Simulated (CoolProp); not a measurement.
Vapour pressure (bar) of hexamethyldisiloxane (MM): the reference equation beside estimates from Tc = 518.7 K, pc = 19.31 bar, ω = 0.418.

The numbers come from the reference Helmholtz-energy equation of state, Thol 2016 in CoolProp.

```
T (K)  reference  Lee-Kesler  Soave-Redlich-Kwong
-----  ---------  ----------  -------------------
315.1     0.1244      0.1224               0.1232
338.6     0.3215      0.3190               0.3194
362.1     0.7151      0.7150               0.7144
385.7      1.419       1.427                1.427
409.2        [?]       2.582                2.594
432.7      4.291       4.337                4.379
456.3      6.810         [?]                6.978
479.8        [?]       10.41                10.57
503.3      15.14       15.24                15.38
```

Q: Complete the blanks.

A: 
- 409.2, reference: 2.559
- 456.3, Lee-Kesler: 6.880
- 479.8, reference: 10.32

Absolute difference from the reference over all 9 rows, mean and median: Lee-Kesler 0.8 and 0.9 %, Soave-Redlich-Kwong 1.4 and 1.4 %.
